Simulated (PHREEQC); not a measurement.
# Copper plating or etch bath: an equilibrium model

A solution holds 0.01 mol Cu(BF4)2 and 0.038 mol HNO3 per kg of water, at 25 °C. Closed to the air; pH follows from the charge balance.

All values are PHREEQC results (ion-association model, phreeqc.dat), not measurements.

Each row changes one thing in this solution. Precipitation was switched off in this run.

```tsv
case	pH	ionic strength (mol/kgw)	HF (mol/kgw)	F- (mol/kgw)	HF2- (mol/kgw)
as made	1.51	0.0663	0.00852	0.000238	7.79e-6
HNO3 replaced by Cd(NO3)2 at the same molality	2.81	0.141	0.00428	0.00262	4.28e-5
temperature from 25 to 55 °C	1.53	0.0650	0.0138	0.000230	1.39e-5
Cu(BF4)2 replaced by KF at the same molality	1.61	0.0383	0.00966	0.000320	1.19e-5
HNO3 from 0.038 to 0.019 mol/kgw	1.82	0.0477	0.00751	0.000409	1.18e-5
Cu(BF4)2 from 0.01 to 0.001 mol/kgw	1.50	0.0400	0.00459	0.000117	2.07e-6
```

Constants without temperature data keep their 25 °C values here. Real BF4- forms and hydrolyses slowly; the run takes it at equilibrium.
